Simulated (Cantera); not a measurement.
Feed: 1 mol SiO2, 4 mol CH4, 1.3 mol CO, 1.2 mol C, at 0.170 bar.

These are equilibrium values from Cantera (NASA tables, ideal gas, pure condensed phases), not measurements of a reactor. Candidate condensed phases: C, C6H6, C7H8, C8H18, H2O, Si, SiC, SiO2; 123 gas species. The tables hold silica as quartz up to 1696 K and as liquid above; real silica turns to tridymite and cristobalite and melts near 1996 K. Gases not in the tables: Si2H6 and higher silanes. Rates play no part.

Which condensed phases are stable at each of these points (T (°C)): 727, 877, 1027, 1177, 1327, 1477, 1627, 1777, 1927, 2077?


| T (°C) | condensed phases | Si condensed (%) |
|---|---|---|
| 727 | C(graphite) + SiO2(β-quartz) | 100.0 |
| 877 | C(graphite) + SiO2(β-quartz) | 100.0 |
| 1027 | C(graphite) + SiO2(β-quartz) | 100.0 |
| 1177 | C(graphite) + SiO2(β-quartz) | 100.0 |
| 1327 | C(graphite) + SiC(s) | 99.0 |
| 1477 | C(graphite) + SiC(s) | 98.4 |
| 1627 | C(graphite) + SiC(s) | 97.6 |
| 1777 | C(graphite) + SiC(s) | 96.5 |
| 1927 | C(graphite) + SiC(s) | 95.0 |
| 2077 | C(graphite) + SiC(s) | 91.6 |

From 727 °C to 1177 °C the condensed part is C(graphite) + SiO2(β-quartz). From 1327 °C to 2077 °C the condensed part is C(graphite) + SiC(s).
